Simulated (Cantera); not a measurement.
Feed: 1 mol SiC, 0.16 mol C, 0.59 mol H2, at 2525 K.

Equilibrium computed with Cantera from the NASA thermochemical tables; the gas is ideal and each condensed phase is pure. Candidate condensed phases: C, C6H6, C7H8, C8H18, Si, SiC; 87 gas species. Gases not in the tables: Si2H6 and higher silanes. Kinetics and transport are ignored.

Which condensed phases are stable at each of these points (P (Pa)): 1, 10, 100, 1000, 10000, 100000, 1000000?


```json
[
 {"P (Pa)": "1", "condensed phases": "C(graphite)", "Si condensed (%)": "0.0"},
 {"P (Pa)": "10", "condensed phases": "C(graphite)", "Si condensed (%)": "0.0"},
 {"P (Pa)": "100", "condensed phases": "C(graphite)", "Si condensed (%)": "0.0"},
 {"P (Pa)": "1000", "condensed phases": "C(graphite) + SiC(s)", "Si condensed (%)": "79.7"},
 {"P (Pa)": "10000", "condensed phases": "C(graphite) + SiC(s)", "Si condensed (%)": "98.5"},
 {"P (Pa)": "100000", "condensed phases": "C(graphite) + SiC(s)", "Si condensed (%)": "99.8"},
 {"P (Pa)": "1000000", "condensed phases": "C(graphite) + SiC(s)", "Si condensed (%)": "100.0"}
]
```

From 1.00 Pa to 100 Pa the condensed part is C(graphite). From 1000 Pa to 1000000 Pa the condensed part is C(graphite) + SiC(s).
